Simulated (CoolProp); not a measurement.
Vapour-liquid equilibrium of dimethyl ether (1) + R227EA (2) at 0.0674 bar; x and y are mole fractions of (1).

The numbers come from the multi-fluid Helmholtz-energy mixture model, Wu 2011 and Lemmon 2016; pair parameters Bell 2016 in CoolProp.

```tsv
x	bubble temperature (°C)	y at the bubble point	dew temperature at overall composition x (°C)	liquid density (mol/L)
0.05	-64.3	0.012	-63.2	(withheld)
0.15	-62.7	0.073	-61.9	10.76
0.25	-61.6	0.206	-61.5	11.30
0.35	-61.6	0.402	-61.5	11.90
0.45	-62.8	0.608	-61.8	12.55
0.55	-64.9	0.769	-62.4	13.27
0.65	(withheld)	0.873	-63.3	14.06
0.75	-69.3	(withheld)	-64.6	14.90
0.85	-71.1	0.970	-66.6	15.81
0.95	-72.5	0.992	-70.0	16.80
```

**Question.** What belongs in the gaps?

**Answer.** 
- 0.05, liquid density (mol/L): 10.25
- 0.65, bubble temperature (°C): -67.2
- 0.75, y at the bubble point: 0.935

y crosses x between x = 0.25 and 0.35: the model has an azeotrope there.

Pair parameters are fitted to limited data, so mixtures are less certain than the pure fluids.
